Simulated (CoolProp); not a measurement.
A Linde-Hampson liquefier for CF4 (R14): isothermal reversible compression at 290 K from 1 atm to 30 MPa, throttling to 1 atm, return gas leaving the recuperator 2 K below the feed. Each further row changes one setting.

Computed with CoolProp (reference Helmholtz-energy equation of state, Platzer 1990). This equation is an older, rougher fit; its heat capacities, sound speeds and derivatives of the liquid may be far off and weren't checked against measurements.

```csv
case,liquid yield per pass,compression work (kJ/kg of gas)
as stated,0.313,138
warm-end temperature 320 K,0.245,159
warm-end gap 7 K,0.303,138
```
